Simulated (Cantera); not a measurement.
## Hydrocarbon pyrolysis for carbon deposition

A perfectly stirred reactor is fed with CH4 : N2 = 1 : 10 (molar parts), at 0.00200 bar; it is held at 1550 K, and followed from long to short residence time.

Cantera simulation using GRI-Mech 3.0 (53 species, 325 reactions); the numbers are that mechanism's predictions, not measurements. GRI-Mech 3.0 stops at C3 and has no aromatics, soot or wall deposition, so with more carbon than oxygen in the feed, carbon stays in small species such as C2H2 where larger ones or solid carbon would form. Radical loss at walls, strong at low pressure, is not modelled.

```
τ (s)     x CH4     x C2H      x H     x HCN    x C2H2     x CH3     x CH2
-------  ------  --------  -------  --------  --------  --------  --------
9.8      0.0510   2.27e-8  2.80e-5   1.40e-7    0.0170  0.000511   1.91e-7
1.5      0.0859   1.12e-9  2.25e-6  8.16e-10   0.00109  0.000446   8.69e-8
0.22     0.0908  2.21e-12  7.03e-8    <1e-12   9.19e-7   8.04e-5   3.05e-9
0.034    0.0909    <1e-12  4.54e-8    <1e-12  5.28e-10   1.24e-5  8.23e-11
0.0052   0.0909    <1e-12  4.32e-8    <1e-12    <1e-12   1.87e-6  2.78e-12
0.00079  0.0909    <1e-12  3.45e-8    <1e-12    <1e-12   2.56e-7    <1e-12
0.00012  0.0909    <1e-12  1.48e-8    <1e-12    <1e-12   2.93e-8    <1e-12
```
x: mole fraction; the columns are a selection and need not sum to one.
